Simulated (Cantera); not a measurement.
Input: 1 mol HgO, 0.75 mol H₂, at 800 K and 1.00 bar.

Cantera equilibrium calculation (NASA polynomials, part measured and part estimated; ideal gas, pure solids and liquids). Candidate condensed phases: H₂O, Hg, HgO; 10 gas species. Kinetics and transport are ignored.

Base state: Hg 0.533, H₂O 0.400, O₂ 0.0667 (mole fractions); condensed: gas only.

### Question
What changes in the equilibrium state with this change: H₂ from 0.75 to 7 mol?

### Answer
| species | before | after |
|---|---|---|
| H₂ | <1e-9 | 0.750 |
| Hg | 0.533 | 0.125 |
| H₂O | 0.400 | 0.125 |
| O₂ | 0.0667 | <1e-9 |

### Question
What changes in the equilibrium state with this change: H₂ from 0.75 to 0.089 mol?

### Answer
```json
[
 {"species": "Hg", "before": "0.533", "after": "0.647"},
 {"species": "O₂", "before": "0.0667", "after": "0.295"},
 {"species": "H₂O", "before": "0.400", "after": "0.0576"}
]
```
